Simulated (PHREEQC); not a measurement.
A solution holds 0.0005 mol/kgw CsOH, 0.00011 mol/kgw H3BO3 and 0.00017 mol/kgw K3PO4, at 25 °C. Closed to the air; pH follows from the charge balance.

The numbers come from PHREEQC with the ion-association model, wateq4f.dat.

No solid was allowed to form.

Task: What pH does the model give?

Result: pH 10.73.

Task: In which forms is P present?

Result: HPO4-2 97 %, PO4-3 2.8 % of the P.

H3PO4, which wateq4f.dat lacks, is added to it with the constant of phreeqc.dat.
